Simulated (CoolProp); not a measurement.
Vapour-liquid equilibrium of CH2F2 (R32) (1) + R152A (2) at 215.2 K; x and y are mole fractions of (1).

Values from CoolProp's multi-fluid Helmholtz-energy mixture model, Tillner-Roth 1997 and Outcalt 1996; pair parameters Bell 2016.

Q: Give the bubble pressure and the first vapour's composition at x = 0.05, 0.5, 0.65. Is there an azeotrope?

A: x = 0.05: 20.11 kPa, y = 0.192; x = 0.5: 45.66 kPa, y = 0.804; x = 0.65: 53.76 kPa, y = 0.881. No azeotrope shows between x = 0.05 and 0.95.

Pair parameters are fitted to limited data, so mixtures are less certain than the pure fluids.
